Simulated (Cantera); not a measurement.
What does this Cantera script print?

```python
import numpy as np
import cantera as ct

gas_names = """
    H HNO HNO2 HNO3 HO2 H2 H2O H2O2 N NH NH2 NH3 NH2OH NO NO2 NO3 N2 N2H2 N2H4 N2O O OH O2 O3 Si SiH
    SiH2 SiH3 SiH4 SiN SiO SiO2 Si2 Si2N Si3
""".split()
cond_names = """
    H2O(s) H2O(L) Si(cr) Si(L) SiO2(Lqz) SiO2(hqz) SiO2(L) Si2N2O(s) Si3N4(a)
""".split()


# ... load() reads the species with a 1 bar reference pressure and builds the phases ...
atoms = {
    'SiO2': {'Si': 1, 'O': 2},
    'H2': {'H': 2},
    'N2': {'N': 2},
}
top_T = {'Si2N2O(s)': 2100, 'Si3N4(a)': 2400}  # K; cautious upper limits of use, not melting points


# ... equilibrate(T, P, feed) seeds the gas with the atoms and calls Mixture.equilibrate('TP', solver="vcs", rtol=1e-11, max_steps=5000) ...
results = []
feed = {'SiO2': 1, 'H2': 62, 'N2': 1.4}  # mol
T = 2023  # K
for P in [10, 68, 460, 3200, 22000, 150000, 1000000]:
    mix = equilibrate(T, P, feed)
    results.append((T, P, feed, dict(zip(mix.species_names, mix.species_moles))))

top = {s: max(r[3][s] / sum(r[3][g] for g in gas_names) for r in results) for s in gas_names}
cols = sorted((s for s in top if top[s] > 0.001), key=lambda s: -top[s])[:9]
seen = [c for c in cond_names if any(r[3].get(c, 0) > 1e-12 for r in results)]
print("log10 of partial pressures in bar; condensed amounts in mol")
print(f"{'P/Pa':>10s}" + "".join(f"{s[:9]:>10s}" for s in cols + seen))
for T, P, feed, n in results:
    ng = sum(n[g] for g in gas_names)
    print(f"{P:10.4g}" + "".join(f"{np.log10(max(n[s] / ng * P / 1e5, 1e-99)):10.3f}" for s in cols)
          + "".join(f"{n.get(c, 0):10.4g}" for c in seen))
```

Output:

```
log10 of partial pressures in bar; condensed amounts in mol
      P/Pa        H2         H        N2       SiO       H2O   SiO2(L)
        10    -4.106    -4.774    -5.701    -5.847    -5.858         0
        68    -3.223    -4.333    -4.845    -4.992    -4.995         0
       460    -2.373    -3.908    -4.006    -4.152    -4.153         0
      3200    -1.523    -3.483    -3.160    -3.306    -3.307         0
   2.2e+04    -0.683    -3.063    -2.321    -2.467    -2.468         0
   1.5e+05     0.159    -2.642    -1.484    -1.915    -1.915    0.4813
     1e+06     0.987    -2.228    -0.658    -1.501    -1.500    0.7991
```

Method: chemical equilibrium by Gibbs-energy minimisation in Cantera with the NASA 1993 tables (ideal gas, pure condensed phases). The tables hold silica as quartz up to 1696 K and as liquid above; real silica turns to tridymite and cristobalite and melts near 1996 K. Gases not in the tables: Si(OH)4.
